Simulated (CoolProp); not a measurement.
Vapour-liquid equilibrium of ethylene (1) + isobutane (2) at 0.564 bar; x and y are mole fractions of (1).

Values from CoolProp's multi-fluid Helmholtz-energy mixture model, Smukala 2000 and Bücker 2006; pair parameters Bell 2016.

Question: Give the bubble temperature and the first vapour's composition at x = 0.2, 0.35, 0.5. Is there an azeotrope?

Answer: x = 0.2: 191.8 K, y = 0.970; x = 0.35: 179.5 K, y = 0.992; x = 0.5: 172.2 K, y = 0.997. No azeotrope shows between x = 0.05 and 0.95.

The pair parameters rest on a limited set of measurements; away from them the model extrapolates.
